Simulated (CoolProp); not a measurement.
Computed with CoolProp (reference Helmholtz-energy equation of state, Thol 2014).

Give the vapour pressure (MPa), vapour density (kg/m³), enthalpy of vaporisation (kJ/kg), surface tension (mN/m) of saturated chloromethane (R40) at 71.05 °C.


```csv
T (°C),p (MPa),vapour density (kg/m³),enthalpy of vaporisation (kJ/kg),surface tension (mN/m)
71.05,1.82,41.6,308,8.43
```

Surface tension comes from a separate correlation (Mulero 2014).
